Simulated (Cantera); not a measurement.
A freely propagating, adiabatic, planar premixed flame of H2 : O2 : N2 = 1 : 0.385 : 1.45 (molar parts), equivalence ratio 1.3, unburnt at 648 K and 2.70 bar; multicomponent+Soret transport, grid criteria slope 0.08 and curve 0.16, no radiation.

Detailed kinetics in Cantera: the H2/O2 subset of GRI-Mech 3.0, which has no nitrogen chemistry. The hydrogen kinetics of GRI-Mech 3.0 are dated; newer H2 mechanisms differ, most at raised pressure. Burning velocities carry a grid error of a few per cent, more on coarse grids.

**Question.** Predict: laminar burning velocity; thermal thickness; peak x(H); peak x(O); peak x(OH); peak x(HO2).

**Answer.** 
- laminar burning velocity = 962 cm/s
- thermal thickness = 0.129 mm
- peak x(H) = 0.0648
- peak x(O) = 0.00858
- peak x(OH) = 0.0159
- peak x(HO2) = 0.000555
